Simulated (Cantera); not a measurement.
Feed: 1 mol Cu₂O, 2.5 mol C, 0.79 mol H₂, held at 1.50 mbar.

Method: chemical equilibrium by Gibbs-energy minimisation in Cantera with the NASA 1993 tables (ideal gas, pure condensed phases). Candidate condensed phases: C, C₆H₆, C₇H₈, C₈H₁₈, Cu, CuO, Cu(OH)₂, Cu₂O, H₂O; 113 gas species. Kinetics and transport are ignored.

Problem. Which condensed phases are stable at each of these points (T (°C)): 1077, 1177, 1277, 1377, 1477, 1577, 1677?

Solution. 
```tsv
T (°C)	condensed phases	Cu condensed (%)
1077	C(graphite) + Cu(s)	100.0
1177	C(graphite) + Cu(l)	99.8
1277	C(graphite) + Cu(l)	98.9
1377	C(graphite) + Cu(l)	94.9
1477	C(graphite) + Cu(l)	77.6
1577	C(graphite)	0.0
1677	C(graphite)	0.0
```

At 1077 °C the condensed part is C(graphite) + Cu(s). From 1177 °C to 1477 °C the condensed part is C(graphite) + Cu(l). From 1577 °C to 1677 °C the condensed part is C(graphite).
